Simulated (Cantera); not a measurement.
Mixture: 5.27 % CH4, 19.9 % O2, 74.9 % N2, at 1.01 bar, adiabatic and at constant pressure. Ignition delay is the time to a rise of 400 K.

Computed with Cantera and GRI-Mech 3.0 (53 species, 325 reactions).

Question: Predict: delay at 1300 K; delay at 1400 K; delay at 1500 K; delay at 1600 K; delay at 1700 K; delay at 1800 K; apparent activation energy between 1600 and 1800 K.

Answer: 
```json
{
  "delay at 1300 K": "8.42 ms",
  "delay at 1400 K": "2.57 ms",
  "delay at 1500 K": "0.937 ms",
  "delay at 1600 K": "0.404 ms",
  "delay at 1700 K": "0.199 ms",
  "delay at 1800 K": "0.108 ms",
  "apparent activation energy between 1600 and 1800 K": "160 kJ/mol"
}
```
